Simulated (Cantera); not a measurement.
Charge: 1 mol NaCl, 1.2 mol HCl, 22 mol N₂, held at 78.0 Pa.

Method: chemical equilibrium by Gibbs-energy minimisation in Cantera with the NASA 1993 tables (ideal gas, pure condensed phases). Candidate condensed phases: NH₄Cl, Na, NaCl; 17 gas species. The numbers say what is thermodynamically allowed, not how fast it happens. All values below are at 1873 K.

Base state: N₂ 0.903, HCl 0.0398, NaCl 0.0395, Cl 0.0110, H₂ 0.00400, Na 0.00157, H 0.00146 (mole fractions); condensed: gas only.

Question: What changes in the equilibrium state with this change: pressure from 78.0 Pa to 10000 Pa?

Answer: 
```csv
species,before,after
N₂,0.903,0.908
HCl,0.0398,0.0473
NaCl,0.0395,0.0412
Cl,0.0110,0.00225
Na₂Cl₂,1.32e-7,1.84e-5
Na,0.00157,6.26e-5
H,0.00146,6.65e-5
H₂,0.00400,0.00106
```

Question: What changes in the equilibrium state with this change: pressure from 78.0 Pa to 47000 Pa?

Answer: 
| species | before | after |
|---|---|---|
| N₂ | 0.903 | 0.909 |
| HCl | 0.0398 | 0.0482 |
| NaCl | 0.0395 | 0.0411 |
| Cl | 0.0110 | 0.00134 |
| Na₂Cl₂ | 1.32e-7 | 8.62e-5 |
| Na | 0.00157 | 2.22e-5 |
| H | 0.00146 | 2.41e-5 |
| H₂ | 0.00400 | 0.000654 |
